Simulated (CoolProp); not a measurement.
A single-stage vapour-compression cycle with propane: evaporating at 290.15 K (dew point), condensing at 355.15 K (bubble point), superheat 2 K, subcooling 2 K, compressor efficiency 0.6, no pressure losses. Each further row changes one setting.

Model: reference Helmholtz-energy equation of state, Lemmon 2009, in CoolProp.

```json
[
 {"case": "as stated", "cooling COP": "1.45", "pressure ratio": "4.21", "discharge temperature (K)": "378.3", "refrigerating effect (kJ/kg)": "159", "volumetric capacity (kJ/m³)": "2620"},
 {"case": "evaporating temperature 295.15 K", "cooling COP": "1.65", "pressure ratio": "?", "discharge temperature (K)": "?", "refrigerating effect (kJ/kg)": "164", "volumetric capacity (kJ/m³)": "?"},
 {"case": "condensing temperature 350.15 K", "cooling COP": "1.72", "pressure ratio": "3.83", "discharge temperature (K)": "?", "refrigerating effect (kJ/kg)": "178", "volumetric capacity (kJ/m³)": "2930"},
 {"case": "subcooling 7 K", "cooling COP": "1.63", "pressure ratio": "4.21", "discharge temperature (K)": "378.3", "refrigerating effect (kJ/kg)": "179", "volumetric capacity (kJ/m³)": "2960"},
 {"case": "superheat 12 K", "cooling COP": "1.51", "pressure ratio": "4.21", "discharge temperature (K)": "387.9", "refrigerating effect (kJ/kg)": "178", "volumetric capacity (kJ/m³)": "2780"},
 {"case": "compressor efficiency 0.5", "cooling COP": "?", "pressure ratio": "4.21", "discharge temperature (K)": "?", "refrigerating effect (kJ/kg)": "159", "volumetric capacity (kJ/m³)": "2620"}
]
```

Fill in the missing entries.


- evaporating temperature 295.15 K, pressure ratio: 3.69
- evaporating temperature 295.15 K, discharge temperature (K): 376.3
- evaporating temperature 295.15 K, volumetric capacity (kJ/m³): 3090
- condensing temperature 350.15 K, discharge temperature (K): 372.3
- compressor efficiency 0.5, cooling COP: 1.20
- compressor efficiency 0.5, discharge temperature (K): 386.2
